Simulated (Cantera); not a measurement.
A Cantera script and what it prints.

```python
import numpy as np
import cantera as ct

gas_names = [...]  # 123 gases of nasa_gas.yaml made of C, H, O, Si
cond_names = """
    C(gr) C6H6(L) C7H8(L) C8H18(L),n-octa H2O(s) H2O(L) Si(cr) Si(L) SiC(b) SiO2(Lqz) SiO2(hqz) SiO2(L)
""".split()


# ... load() reads the species with a 1 bar reference pressure and builds the phases ...
atoms = {
    'Si': {'Si': 1},
    'CO2': {'C': 1, 'O': 2},
    'H2': {'H': 2},
}
top_T = {'C(gr)': 4500, 'SiC(b)': 3050}  # K; cautious upper limits of use, not melting points


# ... equilibrate(T, P, feed) seeds the gas with the atoms and calls Mixture.equilibrate('TP', solver="vcs", rtol=1e-11, max_steps=5000) ...
results = []
feed = {'Si': 1, 'CO2': 0.012, 'H2': 17}  # mol
P = 390000  # Pa
for T in [1300, 1350, 1400, 1450, 1500, 1550, 1600, 1650, 1700, 1750]:
    mix = equilibrate(T, P, feed)
    results.append((T, P, feed, dict(zip(mix.species_names, mix.species_moles))))
    x = sorted(zip(gas.X, gas.species_names), reverse=True)
    print(f"T = {T:g} K  P = {P:g} Pa  gas = {mix.phase_moles(0):.4g} mol")
    print("   x: " + "  ".join(f"{s} {v:.3e}" for v, s in x if v > 0.0001))
    print("   condensed (mol): " + ("  ".join(f"{mix.phase(i).name} {mix.phase_moles(i):.4g}"
          for i in range(1, mix.n_phases) if mix.phase_moles(i) > 1e-12) or "none"))
```

Result:

```
T = 1300 K  P = 390000 Pa  gas = 17 mol
   x: H2 9.999e-01
   condensed (mol): Si(cr) 0.9775  SiC(b) 0.01046  SiO2(hqz) 0.01198
T = 1350 K  P = 390000 Pa  gas = 17 mol
   x: H2 9.999e-01
   condensed (mol): Si(cr) 0.9773  SiC(b) 0.01055  SiO2(hqz) 0.01194
T = 1400 K  P = 390000 Pa  gas = 17 mol
   x: H2 9.999e-01
   condensed (mol): Si(cr) 0.9772  SiC(b) 0.01062  SiO2(hqz) 0.01183
T = 1450 K  P = 390000 Pa  gas = 17 mol
   x: H2 9.999e-01
   condensed (mol): Si(cr) 0.9768  SiC(b) 0.01068  SiO2(hqz) 0.01153
T = 1500 K  P = 390000 Pa  gas = 17 mol
   x: H2 9.998e-01  SiO 1.328e-04
   condensed (mol): Si(cr) 0.9761  SiC(b) 0.0107  SiO2(hqz) 0.01081
T = 1550 K  P = 390000 Pa  gas = 17 mol
   x: H2 9.996e-01  SiO 3.203e-04
   condensed (mol): Si(cr) 0.9747  SiC(b) 0.01064  SiO2(hqz) 0.009141
T = 1600 K  P = 390000 Pa  gas = 17.01 mol
   x: H2 9.991e-01  SiO 7.297e-04
   condensed (mol): Si(cr) 0.9716  SiC(b) 0.01039  SiO2(hqz) 0.00548
T = 1650 K  P = 390000 Pa  gas = 17.02 mol
   x: H2 9.985e-01  SiO 1.338e-03
   condensed (mol): Si(cr) 0.9671  SiC(b) 0.009893
T = 1700 K  P = 390000 Pa  gas = 17.02 mol
   x: H2 9.984e-01  SiO 1.329e-03
   condensed (mol): Si(L) 0.9673  SiC(b) 0.009706
T = 1750 K  P = 390000 Pa  gas = 17.02 mol
   x: H2 9.984e-01  SiO 1.304e-03  H 1.177e-04
   condensed (mol): Si(L) 0.9682  SiC(b) 0.009167
```

Equilibrium computed with Cantera from the NASA thermochemical tables; the gas is ideal and each condensed phase is pure. Mutual solubility and eutectic melting of coexisting phases are not modelled. The tables hold silica as quartz up to 1696 K and as liquid above; real silica turns to tridymite and cristobalite and melts near 1996 K. Gases not in the tables: Si2H6 and higher silanes.
